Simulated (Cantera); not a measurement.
## Ammonia decomposition in nitride growth gas

A perfectly stirred reactor is fed with NH3 : H2 = 1 : 1 (molar parts), at 3500 Pa; it is held at 2273 K, and followed from long to short residence time.

Model: the gas-phase N/H chemistry of the illustrative SiF4/NH3 mechanism in the Surface Chemkin manual (1991), integrated in Cantera. Walls and surfaces, which speed up NH3 decomposition in real reactors, are not modelled.

```csv
τ (s),x NH3,x H2,x NH2,x H,x N,x N2
2.5,0.00540,0.823,0.000145,0.00704,1.16e-5,0.164
0.61,0.0393,0.804,0.000474,0.00309,7.47e-6,0.153
0.15,0.136,0.741,0.00108,0.00188,6.93e-6,0.121
0.037,0.301,0.630,0.00185,0.00124,6.42e-6,0.0653
0.0090,0.432,0.543,0.00233,0.000936,5.71e-6,0.0215
0.0022,0.483,0.509,0.00230,0.000778,4.36e-6,0.00458
0.00054,0.497,0.501,0.00158,0.000508,1.43e-6,0.000379
```
x: mole fraction; the columns are a selection and need not sum to one.
